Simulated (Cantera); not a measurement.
An isothermal, constant-pressure homogeneous reactor starts with 7.69 % C2H6, 92.3 % H2, at 1998 K and 870 Pa.

Computed with Cantera and GRI-Mech 3.0 (53 species, 325 reactions). GRI-Mech 3.0 stops at C3 and has no aromatics, soot or wall deposition, so with more carbon than oxygen in the feed, carbon stays in small species such as C2H2 where larger ones or solid carbon would form. Radical loss at walls, strong at low pressure, is not modelled.

x: mole fraction; the columns are a selection and need not sum to one.

```json
[
 {"t (s)": "5.00e-5", "x C2H6": "0.0268", "x H2": "0.878", "x H": "0.0108", "x CH2": "0.000131", "x CH4": "0.0294", "x CH3": "0.0437"},
 {"t (s)": "0.000125", "x C2H6": "0.00144", "x H2": "0.849", "x H": "0.0220", "x CH2": "0.000212", "x CH4": "0.0686", "x CH3": "0.0426"},
 {"t (s)": "0.000313", "x C2H6": "8.13e-5", "x H2": "0.859", "x H": "0.0187", "x CH2": "0.000161", "x CH4": "0.0709", "x CH3": "0.0300"},
 {"t (s)": "0.000783", "x C2H6": "(withheld)", "x H2": "0.873", "x H": "(withheld)", "x CH2": "(withheld)", "x CH4": "(withheld)", "x CH3": "(withheld)"},
 {"t (s)": "0.00196", "x C2H6": "(withheld)", "x H2": "0.886", "x H": "(withheld)", "x CH2": "(withheld)", "x CH4": "(withheld)", "x CH3": "(withheld)"},
 {"t (s)": "0.00490", "x C2H6": "1.25e-5", "x H2": "0.897", "x H": "0.00697", "x CH2": "3.42e-5", "x CH4": "0.0453", "x CH3": "0.00684"},
 {"t (s)": "0.0122", "x C2H6": "5.48e-6", "x H2": "0.907", "x H": "0.00601", "x CH2": "2.21e-5", "x CH4": "0.0328", "x CH3": "0.00424"},
 {"t (s)": "0.0306", "x C2H6": "1.94e-6", "x H2": "0.915", "x H": "0.00631", "x CH2": "1.62e-5", "x CH4": "0.0190", "x CH3": "0.00257"},
 {"t (s)": "0.0766", "x C2H6": "3.82e-7", "x H2": "0.921", "x H": "0.00760", "x CH2": "1.09e-5", "x CH4": "0.00765", "x CH3": "0.00124"},
 {"t (s)": "0.192", "x C2H6": "3.46e-8", "x H2": "0.922", "x H": "0.0100", "x CH2": "5.62e-6", "x CH4": "0.00200", "x CH3": "0.000430"},
 {"t (s)": "0.479", "x C2H6": "1.80e-9", "x H2": "0.920", "x H": "0.0134", "x CH2": "2.12e-6", "x CH4": "0.000401", "x CH3": "0.000115"},
 {"t (s)": "1.20", "x C2H6": "1.06e-10", "x H2": "0.918", "x H": "0.0160", "x CH2": "6.88e-7", "x CH4": "8.92e-5", "x CH3": "3.07e-5"},
 {"t (s)": "3.00", "x C2H6": "1.96e-11", "x H2": "0.917", "x H": "0.0166", "x CH2": "3.00e-7", "x CH4": "3.60e-5", "x CH3": "1.28e-5"}
]
```

Some entries are withheld; supply them.


- 0.000783, x C2H6: 5.06e-5
- 0.000783, x H: 0.0136
- 0.000783, x CH2: 0.000104
- 0.000783, x CH4: 0.0652
- 0.000783, x CH3: 0.0195
- 0.00196, x C2H6: 2.66e-5
- 0.00196, x H: 0.00949
- 0.00196, x CH2: 6.03e-5
- 0.00196, x CH4: 0.0563
- 0.00196, x CH3: 0.0117
